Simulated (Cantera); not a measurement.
# Stirred combustor or abatement burner

A perfectly stirred reactor is fed with CH₄ : H₂ : O₂ : N₂ = 1 : 0.042 : 2.02 : 7.6 (molar parts), equivalence ratio 1.0, at 4.93 atm; it is adiabatic with a 775 K inlet, and is followed from long to short residence time, starting on the burning branch (τ in s: 0.038, 0.02, 0.01, 0.0055, 0.0029, 0.0015, 0.00079, 0.00041, 0.00022, 0.00011, 5.9e-05, 3.1e-05, 1.6e-05).

Detailed kinetics in Cantera: GRI-Mech 3.0 (53 species, 325 reactions).

| τ (s) | T (K) | x CH₄ | x H₂ | x O₂ | x N₂O | x H₂O |
|---|---|---|---|---|---|---|
| 0.038 | 2507 | 1.04e-6 | 0.00594 | 0.00744 | 4.87e-7 | 0.180 |
| 0.020 | 2506 | 1.94e-6 | 0.00597 | 0.00765 | 4.92e-7 | 0.180 |
| 0.010 | 2504 | 3.76e-6 | 0.00605 | 0.00800 | 4.99e-7 | 0.180 |
| 0.0055 | 2501 | 6.55e-6 | 0.00619 | 0.00845 | 5.04e-7 | 0.179 |
| 0.0029 | 2494 | 1.17e-5 | 0.00646 | 0.00912 | 5.07e-7 | 0.179 |
| 0.0015 | 2480 | 2.06e-5 | 0.00692 | 0.0101 | 5.08e-7 | 0.178 |
| 0.00079 | 2460 | 3.50e-5 | 0.00761 | 0.0113 | 5.06e-7 | 0.176 |
| 0.00041 | 2431 | 5.88e-5 | 0.00860 | 0.0129 | 4.98e-7 | 0.174 |
| 0.00022 | 2394 | 9.51e-5 | 0.00979 | 0.0148 | 4.84e-7 | 0.172 |
| 0.00011 | 2345 | 0.000164 | 0.0114 | 0.0174 | 4.62e-7 | 0.169 |
| 5.9e-5 | 2292 | 0.000275 | 0.0129 | 0.0202 | 4.37e-7 | 0.165 |
| 3.1e-5 | 2230 | 0.000496 | 0.0146 | 0.0240 | 4.07e-7 | 0.162 |
| 1.6e-5 | 2154 | 0.00103 | 0.0164 | 0.0298 | 3.65e-7 | 0.157 |
x: mole fraction; the columns are a selection and need not sum to one.
